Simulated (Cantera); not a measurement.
Input: 1 mol Fe₂O₃, 5.1 mol CH₄, 0.029 mol CO, held at 2125 K and 0.00360 bar.

Method: chemical equilibrium by Gibbs-energy minimisation in Cantera with the NASA 1993 tables (ideal gas, pure condensed phases). Candidate condensed phases: C, C₆H₆, C₇H₈, C₈H₁₈, Fe, Fe(CO)₅, FeO, Fe(OH)₂, Fe(OH)₃, Fe₂O₃, Fe₃O₄, H₂O; 114 gas species. Kinetics and transport are ignored.

Base state: H₂ 0.629, CO 0.194, Fe 0.128, H 0.0480, C₂H₂ (acetylene) 0.00105 (mole fractions); condensed: C(graphite).

Task: What changes in the equilibrium state with this change: pressure from 0.00360 bar to 1.00 bar?

Result: 
```tsv
species	before	after
H₂	0.629	0.766
CO	0.194	0.228
H	0.0480	0.00318
Fe	0.128	0.00136
CH₄	4.42e-7	0.000182
H₂O	3.23e-8	1.28e-5
CH₃	6.56e-7	1.47e-5
C(graphite), mol	2.07	2.06
Fe(l), mol	0	1.98
```
Iron dissolves carbon and melts from about 1420 K in contact with it, which pure phases cannot show. Condensed phases not in the tables: cementite and carbon dissolved in iron.

Task: What changes in the equilibrium state with this change: temperature from 2125 K to 1975 K?

Result: 
```tsv
species	before	after
H₂	0.629	0.695
CO	0.194	0.209
Fe	0.128	0.0762
H	0.0480	0.0190
C₂H₂ (acetylene)	0.00105	0.000451
C(graphite), mol	2.07	2.09
Fe(l), mol	0	0.897
```
Iron dissolves carbon and melts from about 1420 K in contact with it, which pure phases cannot show. Condensed phases not in the tables: cementite and carbon dissolved in iron.
